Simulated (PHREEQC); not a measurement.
H2SO4 is added in steps, without added water, to 1 kg of water holding 0.011 mol H3PO4 and 0.051 mol NaOH, at 20 °C. O2 is buffered at 0.21 atm. No CO2 enters from the air. The run lets Mirabilite precipitate or redissolve, and no other solid.

Base run: PHREEQC, ion-association model, wateq4f.dat. Each further column changes one thing. The table gives HPO4-2 (mol/kgw).

```json
[
 {"H2SO4 added (mol)": "0", "base": "0.00273", "metal-ligand complexes left out": "0.00276", "all activity coefficients set to 1": "0.00445", "database phreeqc.dat": "0.00250", "Davies equation for every ion": "0.00266"},
 {"H2SO4 added (mol)": "0.0023", "base": "0.00319", "metal-ligand complexes left out": "0.00324", "all activity coefficients set to 1": "0.00494", "database phreeqc.dat": "0.00294", "Davies equation for every ion": "0.00312"},
 {"H2SO4 added (mol)": "0.004025", "base": "0.00364", "metal-ligand complexes left out": "0.00370", "all activity coefficients set to 1": "[?]", "database phreeqc.dat": "[?]", "Davies equation for every ion": "0.00357"},
 {"H2SO4 added (mol)": "0.006325", "base": "0.00444", "metal-ligand complexes left out": "0.00452", "all activity coefficients set to 1": "[?]", "database phreeqc.dat": "0.00418", "Davies equation for every ion": "0.00436"},
 {"H2SO4 added (mol)": "0.008625", "base": "0.00556", "metal-ligand complexes left out": "0.00569", "all activity coefficients set to 1": "0.00690", "database phreeqc.dat": "0.00532", "Davies equation for every ion": "0.00549"},
 {"H2SO4 added (mol)": "0.01035", "base": "0.00668", "metal-ligand complexes left out": "0.00686", "all activity coefficients set to 1": "0.00766", "database phreeqc.dat": "0.00648", "Davies equation for every ion": "0.00662"},
 {"H2SO4 added (mol)": "0.01265", "base": "0.00862", "metal-ligand complexes left out": "0.00892", "all activity coefficients set to 1": "[?]", "database phreeqc.dat": "0.00852", "Davies equation for every ion": "0.00859"},
 {"H2SO4 added (mol)": "0.01438", "base": "0.0104", "metal-ligand complexes left out": "0.0108", "all activity coefficients set to 1": "0.00997", "database phreeqc.dat": "0.0104", "Davies equation for every ion": "0.0104"},
 {"H2SO4 added (mol)": "0.01667", "base": "0.00639", "metal-ligand complexes left out": "0.00665", "all activity coefficients set to 1": "0.00609", "database phreeqc.dat": "0.00639", "Davies equation for every ion": "0.00639"},
 {"H2SO4 added (mol)": "0.01897", "base": "0.00197", "metal-ligand complexes left out": "0.00205", "all activity coefficients set to 1": "0.00188", "database phreeqc.dat": "0.00197", "Davies equation for every ion": "0.00197"},
 {"H2SO4 added (mol)": "0.0207", "base": "2.75e-6", "metal-ligand complexes left out": "2.85e-6", "all activity coefficients set to 1": "[?]", "database phreeqc.dat": "2.75e-6", "Davies equation for every ion": "2.80e-6"},
 {"H2SO4 added (mol)": "0.023", "base": "5.37e-7", "metal-ligand complexes left out": "5.60e-7", "all activity coefficients set to 1": "3.34e-7", "database phreeqc.dat": "5.36e-7", "Davies equation for every ion": "5.51e-7"}
]
```

Problem. Complete the blanks.

Solution. 
- 0.004025, all activity coefficients set to 1: 0.00537
- 0.004025, database phreeqc.dat: 0.00338
- 0.006325, all activity coefficients set to 1: 0.00606
- 0.01265, all activity coefficients set to 1: 0.00888
- 0.0207, all activity coefficients set to 1: 1.74e-6

H3PO4, which wateq4f.dat lacks, is added to it with the constant of phreeqc.dat.  phreeqc.dat and wateq4f.dat share most of their constants, so their agreement is no independent check.
